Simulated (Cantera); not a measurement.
A Cantera script and what it prints.

```python
import numpy as np
import cantera as ct

gas_names = """
    B BF BF2 BF3 BH BHF2 BH2 BH3 BO BOF BOF2 BO2 B2 B2O B2O2 B2O3 B3O3F3 B3O3H3 F FO FO2 F2 F2O H HBO
    HBO2 HF HOF HO2 H2 H2F2 H2O H2O2 H3B3O6 H3F3 H4F4 H5F5 H6F6 H7F7 O OH O2 O3
""".split()
cond_names = """
    B(b) B(L) B2O3(L) B3O3H3(cr) H2O(s) H2O(L)
""".split()


# ... load() reads the species with a 1 bar reference pressure and builds the phases ...
atoms = {
    'B2O3': {'B': 2, 'O': 3},
    'F2': {'F': 2},
    'H2': {'H': 2},
}
top_T = {}  # K; cautious upper limits of use, not melting points


# ... equilibrate(T, P, feed) seeds the gas with the atoms and calls Mixture.equilibrate('TP', solver="vcs", rtol=1e-11, max_steps=5000) ...
results = []
feed = {'B2O3': 1, 'F2': 3.5, 'H2': 13}  # mol
T = 1850  # K
P = 8.1  # Pa
mix = equilibrate(T, P, feed)
results.append((T, P, feed, dict(zip(mix.species_names, mix.species_moles))))
x = sorted(zip(gas.X, gas.species_names), reverse=True)
print(f"T = {T:g} K  P = {P:g} Pa  gas = {mix.phase_moles(0):.4g} mol")
print("   x: " + "  ".join(f"{s} {v:.3e}" for v, s in x if v > 1e-06))
print("   condensed (mol): " + ("  ".join(f"{mix.phase(i).name} {mix.phase_moles(i):.4g}"
      for i in range(1, mix.n_phases) if mix.phase_moles(i) > 1e-12) or "none"))
```

Output:

```
T = 1850 K  P = 8.1 Pa  gas = 17.89 mol
   x: H2 5.095e-01  HF 2.871e-01  BOF 1.042e-01  H2O 4.860e-02  H 4.273e-02  HBO2 6.856e-03  BO 3.217e-04  OH 3.011e-04  HBO 2.273e-04  B2O3 7.823e-05  BO2 5.150e-05  O 1.925e-05  F 5.124e-06  BF3 3.783e-06  BF2 3.164e-06  BF 2.542e-06
   condensed (mol): none
```

Cantera equilibrium calculation (NASA polynomials, part measured and part estimated; ideal gas, pure solids and liquids).
